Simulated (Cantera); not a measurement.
A perfectly stirred reactor is fed with C3H8 : O2 : N2 = 1 : 11.9 : 44.8 (molar parts), at 680000 Pa; it is adiabatic with a 725 K inlet, and is followed from long to short residence time, starting on the burning branch (τ in s: 0.31, 0.13, 0.055, 0.023, 0.0098, 0.0041, 0.0018, 0.00074, 0.00031, 0.00013, 5.6e-05, 2.4e-05, 9.9e-06).

Cantera simulation using GRI-Mech 3.0 (53 species, 325 reactions); the numbers are that mechanism's predictions, not measurements. GRI-Mech 3.0 was tuned for natural gas; its chemistry of propane as a main component is partial and can be far from experiment.

Task: What does this change do: pressure from 680000 Pa to 100000 Pa?

Result: 
```
quantity                                                                        before                                 after
------------------------------------------------  ------------------------------------  ------------------------------------
blow-out, bracketed by the residence times tried  burning at 0.310 ms, out at 0.130 ms  burning at 0.310 ms, out at 0.130 ms
x(C3H8) at τ = 0.310 s                                                         2.22e-7                               4.78e-7
x(O2) at τ = 0.310 s                                                             0.118                                 0.117
x(CH2CO) at τ = 0.310 s                                                        5.57e-7                               1.07e-6
x(H2O) at τ = 0.310 s                                                           0.0680                                0.0678
x(C2H4) at τ = 0.310 s                                                         9.70e-7                               1.78e-6
x(C3H8) at τ = 1.80 ms                                                         1.15e-5                               1.46e-5
x(O2) at τ = 1.80 ms                                                             0.118                                 0.118
x(CH2CO) at τ = 1.80 ms                                                        2.41e-5                               2.35e-5
x(H2O) at τ = 1.80 ms                                                           0.0674                                0.0657
x(C2H4) at τ = 1.80 ms                                                         3.36e-5                               3.19e-5
```
